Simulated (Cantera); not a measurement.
An isothermal, constant-pressure homogeneous reactor starts with CH₃OH : O₂ : N₂ = 0.0062 : 0.0066 : 1 (molar parts), equivalence ratio 1.4, at 1300 K and 65000 Pa.

Model: GRI-Mech 3.0 (53 species, 325 reactions), integrated in Cantera. GRI-Mech 3.0 was tuned for natural gas; its chemistry of methanol as a main component is partial and can be far from experiment.

x: mole fraction; the columns are a selection and need not sum to one.

```tsv
t (s)	x CH₃OH	x O₂	x NO	x HCN	x CH₂
6.00e-6	0.00612	0.00652	<1e-12	<1e-12	2.56e-9
2.81e-5	0.00612	0.00652	<1e-12	<1e-12	3.04e-9
0.000131	0.00612	0.00652	<1e-12	<1e-12	3.04e-9
0.000614	0.00611	0.00651	<1e-12	<1e-12	3.04e-9
0.00287	0.00606	0.00649	<1e-12	<1e-12	3.01e-9
0.0134	3.47e-12	___	2.10e-7	1.73e-9	4.95e-12
0.0627	<1e-12	___	1.63e-6	1.93e-11	<1e-12
0.293	<1e-12	___	1.58e-6	1.78e-11	<1e-12
1.37	<1e-12	7.87e-10	1.40e-6	2.23e-11	<1e-12
6.42	<1e-12	2.64e-11	1.06e-6	5.01e-11	<1e-12
30.0	<1e-12	1.94e-12	6.45e-7	1.34e-10	<1e-12
```

Q: Fill in the missing entries.

A: 
- 0.0134, x O₂: 0.00133
- 0.0627, x O₂: 8.23e-7
- 0.293, x O₂: 2.31e-8
